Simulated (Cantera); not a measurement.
Charge: 1 mol Si3N4, 2.8 mol H2O, 2.1 mol H2, 0.18 mol CO2, held at 2023.15 K and 0.0135 Torr.

Cantera equilibrium calculation (NASA polynomials, part measured and part estimated; ideal gas, pure solids and liquids). Candidate condensed phases: C, C6H6, C7H8, C8H18, H2O, Si, SiC, SiO2, Si2N2O, Si3N4; 151 gas species. Kinetics and transport are ignored.

Base state: H2 0.303, SiO 0.259, H 0.247, N2 0.174, CO 0.0157, Si 0.00174 (mole fractions); condensed: gas only.

Task: What changes in the equilibrium state with this change: pressure from 0.0135 Torr to 7.50 Torr?

Result: 
| species | before | after |
|---|---|---|
| H2 | 0.303 | 0.476 |
| SiO | 0.259 | 0.294 |
| N2 | 0.174 | 0.197 |
| H | 0.247 | 0.0131 |
| CO | 0.0157 | 0.0177 |
| SiH2 | 2.01e-8 | 1.83e-5 |
| HCN | 2.02e-8 | 1.56e-5 |
| SiH | 2.61e-6 | 8.02e-5 |
| SiN | 7.58e-7 | 1.98e-5 |
| Si | 0.00174 | 0.00181 |
The tables' values for SiN are old estimates; treat these amounts as uncertain. Gases not in the tables: Si2H6 and higher silanes.

Task: What changes in the equilibrium state with this change: H2O from 2.8 to 0.063 mol?

Result: 
| species | before | after |
|---|---|---|
| Si | 0.00174 | 0.339 |
| N2 | 0.174 | 0.247 |
| H | 0.247 | 0.187 |
| SiO | 0.259 | 0.0303 |
| H2 | 0.303 | 0.174 |
| CO | 0.0157 | 0.0220 |
| Si2C | <1e-9 | 0.000234 |
| Si2 | 1.04e-8 | 0.000397 |
| Si2N | <1e-9 | 2.42e-5 |
The tables' values for SiN are old estimates; treat these amounts as uncertain.
